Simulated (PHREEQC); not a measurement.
**Spent oxide etchant (model solution)**

A solution holds 2.4 mmol/kgw NH4HF2, 0.29 mmol/kgw (NH4)2SiF6, 0.068 mmol/kgw H3BO3 and 0.13 mmol/kgw H2SO4, at 20 °C. Closed to the air; pH follows from the charge balance.

The numbers come from PHREEQC with the ion-association model, phreeqc.dat.

```yaml
pH: 3.25
ionic_strength: 0.00398 mol/kgw
total_alkalinity: -3.82 meq/kg
```

| species | molality | activity | log γ |
|---|---|---|---|
| NH4+ | 0.00298 | 0.00278 | -0.030 |
| F- | 0.00269 | 0.00251 | -0.030 |
| HF | 0.00193 | 0.00193 | 0.000 |
| H+ | 0.000598 | 0.000562 | -0.027 |
| SiF6-2 | 0.000286 | 0.000219 | -0.116 |
| SO4-2 | 0.000121 | 9.31e-5 | -0.116 |

Precipitation was switched off in this run. Species that the database lacks are ignored. SiF6-2 is the database's only silicon fluoride. Real BF4- forms and hydrolyses slowly; the run takes it at equilibrium.
